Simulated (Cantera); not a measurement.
A diamond (100) surface in a fixed gas of H2 with x(CH4) = 0.0022, x(H) = 0.00044, x(CH3) = 3.4e-05, at 1298 K; coverages are run to steady state.

Detailed kinetics in Cantera: the Harris–Goodwin 1993 mechanism for the reconstructed diamond (100) surface.

θ: site fractions in the mechanism's names (c6HH fully hydrogenated, c6H* and c6*H radical sites, c6** diradical, c6HM methylated).

```json
[
 {"P (Pa)": "790", "growth (µm/h)": "0.00532", "θ c6HH": "0.479", "θ c6H*": "0.0429", "θ c6*H": "0.460", "θ c6**": "0.0181", "θ c6HM": "8.08e-6"},
 {"P (Pa)": "1400", "growth (µm/h)": "0.0134", "θ c6HH": "0.479", "θ c6H*": "0.0429", "θ c6*H": "0.460", "θ c6**": "0.0181", "θ c6HM": "1.49e-5"},
 {"P (Pa)": "2400", "growth (µm/h)": "[?]", "θ c6HH": "0.479", "θ c6H*": "0.0429", "θ c6*H": "0.460", "θ c6**": "0.0181", "θ c6HM": "[?]"},
 {"P (Pa)": "4200", "growth (µm/h)": "0.0646", "θ c6HH": "0.479", "θ c6H*": "0.0429", "θ c6*H": "0.460", "θ c6**": "0.0180", "θ c6HM": "4.75e-5"},
 {"P (Pa)": "7200", "growth (µm/h)": "[?]", "θ c6HH": "0.479", "θ c6H*": "0.0429", "θ c6*H": "0.460", "θ c6**": "0.0180", "θ c6HM": "[?]"},
 {"P (Pa)": "13000", "growth (µm/h)": "0.279", "θ c6HH": "0.479", "θ c6H*": "0.0429", "θ c6*H": "0.459", "θ c6**": "0.0180", "θ c6HM": "0.000152"},
 {"P (Pa)": "22000", "growth (µm/h)": "0.555", "θ c6HH": "0.479", "θ c6H*": "0.0429", "θ c6*H": "0.459", "θ c6**": "0.0180", "θ c6HM": "0.000256"},
 {"P (Pa)": "38000", "growth (µm/h)": "1.17", "θ c6HH": "0.479", "θ c6H*": "0.0429", "θ c6*H": "0.459", "θ c6**": "0.0180", "θ c6HM": "0.000437"}
]
```

**Question.** What belongs in the gaps?

**Answer.** 
- 2400, growth (µm/h): 0.0298
- 2400, θ c6HM: 2.64e-5
- 7200, growth (µm/h): 0.131
- 7200, θ c6HM: 8.31e-5
